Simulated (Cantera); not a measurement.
Input: 1 mol FeS, a varied amount of SO2, 2.4 mol H2O, equilibrated at 700 K and 0.0480 bar.

Equilibrium computed with Cantera from the NASA thermochemical tables; the gas is ideal and each condensed phase is pure. Candidate condensed phases: Fe, FeO, Fe(OH)2, Fe(OH)3, FeS, FeSO4, FeS2, Fe2O3, Fe2(SO4)3, Fe3O4, H2O, H2SO4, S; 22 gas species. FeS: taken at fixed stoichiometry. Gases not in the tables: S3 to S7. The numbers say what is thermodynamically allowed, not how fast it happens.

Question: Which condensed phases are stable at each of these points (n(SO2) (mol)): 0.21, 0.26, 0.33, 0.41, 0.5, 0.62, 0.78, 0.96, 1.2, 1.5, 1.8, 2.3?

Answer: 
| n(SO2) (mol) | condensed phases | Fe condensed (%) |
|---|---|---|
| 0.21 | FeS(s) + FeS2(s) + Fe3O4(s) | 100.0 |
| 0.26 | FeS2(s) + Fe3O4(s) | 100.0 |
| 0.33 | FeS2(s) + Fe3O4(s) | 100.0 |
| 0.41 | FeS2(s) + Fe3O4(s) | 100.0 |
| 0.5 | FeS2(s) + Fe3O4(s) | 100.0 |
| 0.62 | FeS2(s) + Fe3O4(s) | 100.0 |
| 0.78 | FeS2(s) + Fe3O4(s) | 100.0 |
| 0.96 | FeS2(s) + Fe3O4(s) | 100.0 |
| 1.2 | FeS2(s) + Fe3O4(s) | 100.0 |
| 1.5 | FeS2(s) + Fe3O4(s) | 100.0 |
| 1.8 | FeS2(s) + Fe3O4(s) | 100.0 |
| 2.3 | FeS2(s) + Fe3O4(s) | 100.0 |

At 0.21 mol SO2 the condensed part is FeS(s) + FeS2(s) + Fe3O4(s). From 0.26 mol SO2 to 2.3 mol SO2 the condensed part is FeS2(s) + Fe3O4(s).
